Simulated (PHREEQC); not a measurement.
Make-up at 25 °C and 100 atm: 0.11 mol HF, 0.0033 mol NaF, 3.1e-07 mol H4SiO4 and 0.00092 mol H3PO4 per kg of water. Closed to the air; pH follows from the charge balance.

Equilibrium calculation in PHREEQC: ion-association model, phreeqc.dat.

Precipitation was switched off in this run.

Problem. Estimate the pH, ionic strength.

Solution. pH 2.07; ionic strength 0.0127 mol/kgw.

Problem. In which forms is P present?

Solution. H3PO4 52 %, H2PO4- 48 % of the P.

Complexes and solids missing from the database can't appear. Under pressure, the constants of complexes without a molar volume in the database are unreliable. SiF6-2 is the database's only silicon fluoride.
